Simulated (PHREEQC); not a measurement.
Consider water at 25 °C with 48 mmol/kgw NH3 and 0.97 mmol/kgw K2SO4. Closed to the air; pH follows from the charge balance.

Computed with PHREEQC (ion-association model, phreeqc.dat).

```
quantity                    before     after
------------------------  --------  --------
pH                           10.96      9.45
ionic strength (mol/kgw)   0.00385   0.00382
NH4+ (mol/kgw)            0.000974  0.000961
KSO4- (mol/kgw)            9.87e-6   2.24e-5
NH4SO4- (mol/kgw)          9.14e-6   8.61e-6
```

Name the change that produced these shifts.
A) temperature from 25 to 55 °C
B) diluted 5-fold with water
C) K2SO4 from 0.00097 to 0.000485 mol/kgw
D) temperature from 25 to 85 °C
E) diluted 100-fold with water

D, temperature from 25 to 85 °C

This is a speciation only: nothing precipitates in the calculation. Constants without temperature data keep their 25 °C values here.
